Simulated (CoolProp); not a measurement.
o-xylene along the isobar 3870 kPa: density (kg/m³) from the reference equation and from simpler models built on Tc = 630.3 K, pc = 3737 kPa, ω = 0.312; each cubic takes its own stable root.

Values from CoolProp's reference Helmholtz-energy equation of state, Zhou 2012.

```json
[
 {"T (K)": "446.1", "phase": "liquid", "reference": "747.8", "Soave-Redlich-Kwong": "…", "Peng-Robinson": "749.7"},
 {"T (K)": "461.9", "phase": "liquid", "reference": "731.9", "Soave-Redlich-Kwong": "648.3", "Peng-Robinson": "732.8"},
 {"T (K)": "477.7", "phase": "liquid", "reference": "715.5", "Soave-Redlich-Kwong": "632.0", "Peng-Robinson": "…"},
 {"T (K)": "493.5", "phase": "liquid", "reference": "698.2", "Soave-Redlich-Kwong": "614.4", "Peng-Robinson": "695.0"},
 {"T (K)": "509.4", "phase": "liquid", "reference": "679.8", "Soave-Redlich-Kwong": "595.2", "Peng-Robinson": "673.4"},
 {"T (K)": "525.2", "phase": "liquid", "reference": "660.4", "Soave-Redlich-Kwong": "…", "Peng-Robinson": "650.0"},
 {"T (K)": "541", "phase": "liquid", "reference": "639.4", "Soave-Redlich-Kwong": "551.8", "Peng-Robinson": "624.1"},
 {"T (K)": "556.8", "phase": "liquid", "reference": "616.3", "Soave-Redlich-Kwong": "…", "Peng-Robinson": "595.1"},
 {"T (K)": "572.6", "phase": "liquid", "reference": "590.2", "Soave-Redlich-Kwong": "498.0", "Peng-Robinson": "562.1"},
 {"T (K)": "588.4", "phase": "liquid", "reference": "…", "Soave-Redlich-Kwong": "…", "Peng-Robinson": "523.3"},
 {"T (K)": "604.2", "phase": "liquid", "reference": "520.4", "Soave-Redlich-Kwong": "423.8", "Peng-Robinson": "475.4"},
 {"T (K)": "620", "phase": "liquid", "reference": "461.9", "Soave-Redlich-Kwong": "…", "Peng-Robinson": "408.4"}
]
```

Question: What belongs in the gaps?

Answer: 
- 446.1, Soave-Redlich-Kwong: 663.6
- 477.7, Peng-Robinson: 714.6
- 525.2, Soave-Redlich-Kwong: 574.6
- 556.8, Soave-Redlich-Kwong: 526.6
- 588.4, reference: 559.5
- 588.4, Soave-Redlich-Kwong: 464.7
- 620, Soave-Redlich-Kwong: 366.8
